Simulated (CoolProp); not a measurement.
The fluid at 498.38 K and 0.88 MPa expands adiabatically to 0.104 MPa with isentropic efficiency 0.7. The same conditions are run with several fluids, on thermodynamics alone (safety and materials aside).

Model: reference Helmholtz-energy equation of state of each fluid (methane: Setzmann 1991; carbon monoxide: Lemmon 2006; ethanol: Schroeder 2014; nitrogen: Span 2000; 1,2-dichloroethane: Thol 2015), in CoolProp.

```tsv
fluid	work (kJ/kg)	final temperature (K)	final density (kg/m³)
methane	[?]	[?]	0.529
carbon monoxide	166	[?]	1.03
ethanol	[?]	[?]	[?]
nitrogen	166	339.6	1.03
1,2-dichloroethane	[?]	[?]	2.90
```

Question: Fill in the missing entries.

Answer: 
- methane, work (kJ/kg): 315
- methane, final temperature (K): 379.5
- carbon monoxide, final temperature (K): 340.0
- ethanol, work (kJ/kg): 118
- ethanol, final temperature (K): 429.7
- ethanol, final density (kg/m³): 1.36
- 1,2-dichloroethane, work (kJ/kg): 54.1
- 1,2-dichloroethane, final temperature (K): 433.4
